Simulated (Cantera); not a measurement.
A perfectly stirred reactor is fed with C3H8 : O2 : N2 = 1 : 12.2 : 45.9 (molar parts), at 900 Torr; it is adiabatic with a 700 K inlet, and is followed from long to short residence time, starting on the burning branch (τ in s: 0.02, 0.0094, 0.0043, 0.002, 0.0009, 0.00041, 0.00019, 8.7e-05, 4e-05, 1.8e-05, 8.4e-06).

Detailed kinetics in Cantera: GRI-Mech 3.0 (53 species, 325 reactions). GRI-Mech 3.0 was tuned for natural gas; its chemistry of propane as a main component is partial and can be far from experiment.

Problem. What does this change do: C3H8 1 to 0.68 parts?

Solution. 
| quantity | before | after |
|---|---|---|
| blow-out, bracketed by the residence times tried | burning at 0.410 ms, out at 0.190 ms | burning at 2.00 ms, out at 0.900 ms |
| x(C3H8) at τ = 20.0 ms | 3.53e-6 | 1.18e-5 |
| x(O2) at τ = 20.0 ms | 0.120 | 0.149 |
| x(NO) at τ = 20.0 ms | 6.01e-6 | 4.36e-7 |
| x(CH2) at τ = 20.0 ms | 3.65e-8 | 1.67e-8 |
| x(CH2O) at τ = 20.0 ms | 2.38e-6 | 6.13e-6 |
| x(C3H8) at τ = 0.410 ms | 5.92e-5 | 0.0116 |
| x(O2) at τ = 0.410 ms | 0.125 | 0.208 |
| x(NO) at τ = 0.410 ms | 1.27e-6 | <1e-12 |
| x(CH2) at τ = 0.410 ms | 1.04e-6 | <1e-12 |
| x(CH2O) at τ = 0.410 ms | 5.28e-5 | <1e-12 |

Problem. What does this change do: pressure from 900 Torr to 1650 Torr?

Solution. 
| quantity | before | after |
|---|---|---|
| blow-out, bracketed by the residence times tried | burning at 0.410 ms, out at 0.190 ms | burning at 0.190 ms, out at 87.0 µs |
| x(C3H8) at τ = 20.0 ms | 3.53e-6 | 3.18e-6 |
| x(O2) at τ = 20.0 ms | 0.120 | 0.120 |
| x(NO) at τ = 20.0 ms | 6.01e-6 | 6.21e-6 |
| x(CH2) at τ = 20.0 ms | 3.65e-8 | 2.21e-8 |
| x(CH2O) at τ = 20.0 ms | 2.38e-6 | 1.95e-6 |
| x(C3H8) at τ = 0.410 ms | 5.92e-5 | 4.94e-5 |
| x(O2) at τ = 0.410 ms | 0.125 | 0.124 |
| x(NO) at τ = 0.410 ms | 1.27e-6 | 1.33e-6 |
| x(CH2) at τ = 0.410 ms | 1.04e-6 | 6.61e-7 |
| x(CH2O) at τ = 0.410 ms | 5.28e-5 | 4.12e-5 |
